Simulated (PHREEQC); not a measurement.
PHREEQC input (ion-association model, wateq4f.dat):

```
SOLUTION_MASTER_SPECIES
  An  An-  0  An  62.0  # stands for a non-complexing anion
SOLUTION_SPECIES
  An- = An-
    -log_k 0
    -gamma 3.0 0
PHASES
  Fix_H+
    H+ = H+
    -log_k 0
SOLUTION 1
  temp 25
  units mmol/kgw
  pH 7 charge
  S(6) 0.0035
  Zn 0.0016
  Cu(2) 0.0019
  Na 100
  An 100
END
SELECTED_OUTPUT 1
  -reset false
  -pH true
  -pe true
  -ionic_strength true
  -water true
  -totals Cu Na S Zn Cu(1) Cu(2) S(-2) S(6)
  -molalities Hfo_wOH Hfo_wOH2+ Hfo_wO- Hfo_sOH Hfo_sOH2+ Hfo_sO- Hfo_sOCu+ Hfo_wOCu+ Hfo_wSO4- Hfo_wOHSO4-2
    Hfo_sOZn+ Hfo_wOZn+
  -saturation_indices Cu(OH)2 Brochantite Antlerite Zn(OH)2-a Zn4(OH)6SO4 Mirabilite Chalcanthite Goslarite
USER_PUNCH 1
  -headings sigma psi
  10 PUNCH EDL("sigma", "Hfo"), EDL("psi", "Hfo")
PRINT
  -reset false
USE solution 1
SURFACE 1
  Hfo_wOH 5.61798e-05 600 0.025
  Hfo_sOH 1.40449e-06
EQUILIBRIUM_PHASES 1
  Fix_H+ -4 HAn 10
    -force_equality true
  O2(g) -0.68 10
END
# ... the last block is repeated for the other 16 points of pH, with NaOH or the acid as the point needs
```

Selected output (columns that matter, 10 of 17 rows; pH added in front):

```
pH	mu	Cu	Na	S	Zn	si_Cu(OH)2	si_Brochantite	si_Antlerite	si_Zn(OH)2-a	si_Zn4(OH)6SO4	si_Mirabilite	si_Chalcanthite	si_Goslarite	sigma
4	0.10015	1.8955e-06	0.1	7.6655e-07	1.6e-06	-6.7629	-22.448	-17.276	-10.646	-35.803	-7.7337	-10.107	-10.864	0.29158
5	0.10004	1.6586e-06	0.1	1.7096e-06	1.5975e-06	-4.821	-16.331	-13.1	-8.647	-29.455	-7.3836	-9.8153	-10.514	0.2017
6	0.10002	4.0094e-07	0.1	3.1038e-06	1.549e-06	-3.4431	-12.56	-10.707	-6.6606	-23.25	-7.1244	-10.178	-10.269	0.11199
6.5	0.10001	9.273e-08	0.1	3.3908e-06	1.3746e-06	-3.1137	-12.204	-10.68	-5.7131	-20.422	-7.0859	-10.81	-10.283	0.076632
7.5	0.10001	2.3028e-08	0.1	3.4957e-06	3.2935e-07	-2.6459	-12.32	-11.264	-4.3425	-16.926	-7.0727	-12.329	-10.899	0.026473
8.5	0.10001	3.473e-08	0.10001	3.4999e-06	1.2695e-08	-2.4107	-13.378	-12.558	-3.9688	-17.431	-7.0721	-14.094	-12.525	-0.0095371
9.5	0.10006	6.1038e-08	0.10006	3.5e-06	7.1416e-09	-2.1646	-14.394	-13.819	-3.7155	-18.417	-7.0718	-15.848	-14.271	-0.052924
10	0.10015	9.1909e-08	0.10015	3.5e-06	1.0714e-08	-1.987	-14.684	-14.287	-3.5333	-18.689	-7.0712	-16.67	-15.089	-0.084295
11	0.10133	3.0052e-07	0.10135	3.5e-06	5.0174e-08	-1.4755	-14.64	-14.755	-2.9942	-18.535	-7.0641	-18.161	-16.553	-0.17454
12	0.11329	1.1411e-06	0.11331	3.5e-06	6.7025e-07	-0.9381	-14.511	-15.163	-2.5317	-18.706	-6.9977	-19.645	-18.113	-0.29154
```

The database's constant for dissolved Cu(OH)2 is higher than later reviews accept.
